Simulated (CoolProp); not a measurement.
Vapour-liquid equilibrium of carbonyl sulfide (1) + propane (2) at 0.0209 MPa; x and y are mole fractions of (1).

Model: multi-fluid Helmholtz-energy mixture model, Lemmon 2006 and Lemmon 2009; pair parameters Bell 2016, in CoolProp.

Task: Give the bubble temperature and the first vapour's composition at x = 0.65, 0.875, 0.95. Is there an azeotrope?

Result: x = 0.65: 195.7 K, y = 0.723; x = 0.875: 194.5 K, y = 0.909; x = 0.95: 194.2 K, y = 0.965. No azeotrope shows between x = 0.05 and 0.95.

The pair parameters rest on a limited set of measurements; away from them the model extrapolates.
